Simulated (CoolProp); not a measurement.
A single-stage vapour-compression cycle with CH2F2 (R32): evaporating at 196.15 K (dew point), condensing at 263.15 K (bubble point), superheat 10 K, subcooling 8 K, compressor efficiency 0.9, no pressure losses. Each further row changes one setting.

Model: reference Helmholtz-energy equation of state, Tillner-Roth 1997, in CoolProp.

```json
[
 {"case": "as stated", "cooling COP": "1.94", "pressure ratio": "25.4", "discharge temperature (K)": "406.4", "refrigerating effect (kJ/kg)": "321", "volumetric capacity (kJ/m³)": "226"},
 {"case": "evaporating temperature 201.15 K", "cooling COP": "2.22", "pressure ratio": "18.3", "discharge temperature (K)": "390.7", "refrigerating effect (kJ/kg)": "324", "volumetric capacity (kJ/m³)": "310"},
 {"case": "condensing temperature 258.15 K", "cooling COP": "2.15", "pressure ratio": "?", "discharge temperature (K)": "393.9", "refrigerating effect (kJ/kg)": "329", "volumetric capacity (kJ/m³)": "232"},
 {"case": "subcooling 13 K", "cooling COP": "?", "pressure ratio": "25.4", "discharge temperature (K)": "406.4", "refrigerating effect (kJ/kg)": "329", "volumetric capacity (kJ/m³)": "232"},
 {"case": "superheat 20 K", "cooling COP": "1.90", "pressure ratio": "25.4", "discharge temperature (K)": "?", "refrigerating effect (kJ/kg)": "328", "volumetric capacity (kJ/m³)": "220"},
 {"case": "compressor efficiency 0.8", "cooling COP": "1.73", "pressure ratio": "25.4", "discharge temperature (K)": "426.2", "refrigerating effect (kJ/kg)": "321", "volumetric capacity (kJ/m³)": "226"}
]
```

### Question
Fill in the missing entries.

### Answer

- condensing temperature 258.15 K, pressure ratio: 21.3
- subcooling 13 K, cooling COP: 1.99
- superheat 20 K, discharge temperature (K): 420.7
